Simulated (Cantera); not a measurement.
What does this Cantera script print?

```python
import numpy as np
import cantera as ct

gas_names = """
    F F2 H HF H2 H2F2 H3F3 H4F4 H5F5 H6F6 H7F7 Pb PbF PbF2 PbF4 Pb2
""".split()
cond_names = """
    Pb(cr) Pb(L) PbF2(a) PbF2(b) PbF2(L)
""".split()


# ... load() reads the species with a 1 bar reference pressure and builds the phases ...
atoms = {
    'PbF2': {'Pb': 1, 'F': 2},
    'H2': {'H': 2},
}
top_T = {}  # K; cautious upper limits of use, not melting points


# ... equilibrate(T, P, feed) seeds the gas with the atoms and calls Mixture.equilibrate('TP', solver="vcs", rtol=1e-11, max_steps=5000) ...
results = []
feed = {'PbF2': 1, 'H2': 0.7}  # mol
for P in [0.1, 0.4, 1.6, 6.3, 25, 100, 400, 1600, 6300, 25000, 100000]:
    for T in [673, 723, 773, 823, 873, 923, 973, 1023, 1073, 1123, 1173, 1223, 1273, 1323]:
        mix = equilibrate(T, P, feed)
        results.append((T, P, feed, dict(zip(mix.species_names, mix.species_moles))))

for T, P, feed, n in results:
    print(f"{T:7g} {P:10.4g}  " + (" + ".join(c for c in cond_names if n.get(c, 0) > 1e-12) or "gas only"))
```

Result:

```
    673        0.1  Pb(L) + PbF2(b)
    723        0.1  Pb(L) + PbF2(b)
    773        0.1  Pb(L)
    823        0.1  Pb(L)
    873        0.1  gas only
    923        0.1  gas only
    973        0.1  gas only
   1023        0.1  gas only
   1073        0.1  gas only
   1123        0.1  gas only
   1173        0.1  gas only
   1223        0.1  gas only
   1273        0.1  gas only
   1323        0.1  gas only
    673        0.4  Pb(L) + PbF2(b)
    723        0.4  Pb(L) + PbF2(b)
    773        0.4  Pb(L) + PbF2(b)
    823        0.4  Pb(L)
    873        0.4  Pb(L)
    923        0.4  gas only
    973        0.4  gas only
   1023        0.4  gas only
   1073        0.4  gas only
   1123        0.4  gas only
   1173        0.4  gas only
   1223        0.4  gas only
   1273        0.4  gas only
   1323        0.4  gas only
    673        1.6  Pb(L) + PbF2(b)
    723        1.6  Pb(L) + PbF2(b)
    773        1.6  Pb(L) + PbF2(b)
    823        1.6  Pb(L)
    873        1.6  Pb(L)
    923        1.6  Pb(L)
    973        1.6  gas only
   1023        1.6  gas only
   1073        1.6  gas only
   1123        1.6  gas only
   1173        1.6  gas only
   1223        1.6  gas only
   1273        1.6  gas only
   1323        1.6  gas only
    673        6.3  Pb(L) + PbF2(b)
    723        6.3  Pb(L) + PbF2(b)
    773        6.3  Pb(L) + PbF2(b)
    823        6.3  Pb(L) + PbF2(b)
    873        6.3  Pb(L)
    923        6.3  Pb(L)
    973        6.3  Pb(L)
   1023        6.3  gas only
   1073        6.3  gas only
   1123        6.3  gas only
   1173        6.3  gas only
   1223        6.3  gas only
   1273        6.3  gas only
   1323        6.3  gas only
    673         25  Pb(L) + PbF2(b)
    723         25  Pb(L) + PbF2(b)
    773         25  Pb(L) + PbF2(b)
    823         25  Pb(L) + PbF2(b)
    873         25  Pb(L) + PbF2(b)
    923         25  Pb(L)
    973         25  Pb(L)
   1023         25  Pb(L)
   1073         25  Pb(L)
   1123         25  gas only
   1173         25  gas only
   1223         25  gas only
   1273         25  gas only
   1323         25  gas only
    673        100  Pb(L) + PbF2(b)
    723        100  Pb(L) + PbF2(b)
    773        100  Pb(L) + PbF2(b)
    823        100  Pb(L) + PbF2(b)
    873        100  Pb(L) + PbF2(b)
    923        100  Pb(L) + PbF2(b)
    973        100  Pb(L)
   1023        100  Pb(L)
   1073        100  Pb(L)
   1123        100  Pb(L)
   1173        100  gas only
   1223        100  gas only
   1273        100  gas only
   1323        100  gas only
    673        400  Pb(L) + PbF2(b)
    723        400  Pb(L) + PbF2(b)
    773        400  Pb(L) + PbF2(b)
    823        400  Pb(L) + PbF2(b)
    873        400  Pb(L) + PbF2(b)
    923        400  Pb(L) + PbF2(b)
    973        400  Pb(L) + PbF2(b)
   1023        400  Pb(L)
   1073        400  Pb(L)
   1123        400  Pb(L)
   1173        400  Pb(L)
   1223        400  Pb(L)
   1273        400  gas only
   1323        400  gas only
    673       1600  Pb(L) + PbF2(b)
    723       1600  Pb(L) + PbF2(b)
    773       1600  Pb(L) + PbF2(b)
    823       1600  Pb(L) + PbF2(b)
    873       1600  Pb(L) + PbF2(b)
    923       1600  Pb(L) + PbF2(b)
    973       1600  Pb(L) + PbF2(b)
   1023       1600  Pb(L) + PbF2(b)
   1073       1600  Pb(L) + PbF2(b)
   1123       1600  Pb(L)
   1173       1600  Pb(L)
   1223       1600  Pb(L)
   1273       1600  Pb(L)
   1323       1600  Pb(L)
    673       6300  Pb(L) + PbF2(b)
    723       6300  Pb(L) + PbF2(b)
    773       6300  Pb(L) + PbF2(b)
    823       6300  Pb(L) + PbF2(b)
    873       6300  Pb(L) + PbF2(b)
    923       6300  Pb(L) + PbF2(b)
    973       6300  Pb(L) + PbF2(b)
   1023       6300  Pb(L) + PbF2(b)
   1073       6300  Pb(L) + PbF2(b)
   1123       6300  Pb(L) + PbF2(L)
   1173       6300  Pb(L) + PbF2(L)
   1223       6300  Pb(L)
   1273       6300  Pb(L)
   1323       6300  Pb(L)
    673    2.5e+04  Pb(L) + PbF2(b)
    723    2.5e+04  Pb(L) + PbF2(b)
    773    2.5e+04  Pb(L) + PbF2(b)
    823    2.5e+04  Pb(L) + PbF2(b)
    873    2.5e+04  Pb(L) + PbF2(b)
    923    2.5e+04  Pb(L) + PbF2(b)
    973    2.5e+04  Pb(L) + PbF2(b)
   1023    2.5e+04  Pb(L) + PbF2(b)
   1073    2.5e+04  Pb(L) + PbF2(b)
   1123    2.5e+04  Pb(L) + PbF2(L)
   1173    2.5e+04  Pb(L) + PbF2(L)
   1223    2.5e+04  Pb(L) + PbF2(L)
   1273    2.5e+04  Pb(L) + PbF2(L)
   1323    2.5e+04  Pb(L)
    673      1e+05  Pb(L) + PbF2(b)
    723      1e+05  Pb(L) + PbF2(b)
    773      1e+05  Pb(L) + PbF2(b)
    823      1e+05  Pb(L) + PbF2(b)
    873      1e+05  Pb(L) + PbF2(b)
    923      1e+05  Pb(L) + PbF2(b)
    973      1e+05  Pb(L) + PbF2(b)
   1023      1e+05  Pb(L) + PbF2(b)
   1073      1e+05  Pb(L) + PbF2(b)
   1123      1e+05  Pb(L) + PbF2(L)
   1173      1e+05  Pb(L) + PbF2(L)
   1223      1e+05  Pb(L) + PbF2(L)
   1273      1e+05  Pb(L) + PbF2(L)
   1323      1e+05  Pb(L) + PbF2(L)
```

Equilibrium computed with Cantera from the NASA thermochemical tables; the gas is ideal and each condensed phase is pure. Each liquid is taken as pure. Mutual solubility and eutectic melting of coexisting phases are not modelled.
